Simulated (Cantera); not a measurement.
An adiabatic, constant-pressure homogeneous reactor starts with CH₄ : O₂ : N₂ = 1 : 2.04 : 7.67 (molar parts), at 1125 K and 24.0 bar. Integrator tolerance rtol = 1e-08.

Detailed kinetics in Cantera: GRI-Mech 3.0 (53 species, 325 reactions). The pressure lies above the range GRI-Mech 3.0 was tuned for (to about 10 atm).

Task: What does this change do: pressure from 24.0 bar to 5.00 bar?

Result: 
```csv
quantity,before,after
time of steepest temperature rise,4.63 ms,27.1 ms
temperature at 2.00 s,2741 K,2670 K
equilibrium temperature,2741 K,2670 K
x(CH₄) at 2.00 s,<1e-12 (gas-phase equilibrium <1e-12),<1e-12 (gas-phase equilibrium <1e-12)
x(O₂) at 2.00 s,0.0100 (gas-phase equilibrium 0.0100),0.0130 (gas-phase equilibrium 0.0130)
x(C₂H) at 2.00 s,<1e-12 (gas-phase equilibrium <1e-12),<1e-12 (gas-phase equilibrium <1e-12)
x(HCO) at 2.00 s,4.71e-8 (gas-phase equilibrium 4.71e-8),2.72e-8 (gas-phase equilibrium 2.72e-8)
x(CO₂) at 2.00 s,0.0740 (gas-phase equilibrium 0.0740),0.0684 (gas-phase equilibrium 0.0684)
x(HO₂) at 2.00 s,7.54e-6 (gas-phase equilibrium 7.54e-6),5.20e-6 (gas-phase equilibrium 5.20e-6)
```
